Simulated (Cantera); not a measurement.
A perfectly stirred reactor is fed with 13.1 % CH₄, 16.3 % O₂, 61.4 % N₂, 9.15 % CO₂, at 10.0 bar; it is adiabatic with a 775 K inlet, and is followed from long to short residence time, starting on the burning branch (τ in s: 0.38, 0.17, 0.079, 0.036, 0.016, 0.0073, 0.0033, 0.0015, 0.00068, 0.00031, 0.00014, 6.4e-05, 2.9e-05).

Computed with Cantera and GRI-Mech 3.0 (53 species, 325 reactions).

Question: Predict: blow-out, bracketed by the residence times tried; x(CH₄) at τ = 0.380 s; x(O₂) at τ = 0.380 s; x(CO₂) at τ = 0.380 s; x(OH) at τ = 0.380 s; x(CH₂CO) at τ = 0.380 s; x(CH₄) at τ = 3.30 ms; x(O₂) at τ = 3.30 ms; x(CO₂) at τ = 3.30 ms; x(OH) at τ = 3.30 ms; x(CH₂CO) at τ = 3.30 ms.

Answer: 
* **blow-out, bracketed by the residence times tried**: burning at 0.310 ms, out at 0.140 ms
* **x(CH₄) at τ = 0.380 s**: 0.000233
* **x(O₂) at τ = 0.380 s**: 1.78e-5
* **x(CO₂) at τ = 0.380 s**: 0.0820
* **x(OH) at τ = 0.380 s**: 4.31e-5
* **x(CH₂CO) at τ = 0.380 s**: 2.05e-7
* **x(CH₄) at τ = 3.30 ms**: 0.00480
* **x(O₂) at τ = 3.30 ms**: 0.00145
* **x(CO₂) at τ = 3.30 ms**: 0.0898
* **x(OH) at τ = 3.30 ms**: 7.39e-5
* **x(CH₂CO) at τ = 3.30 ms**: 2.50e-5
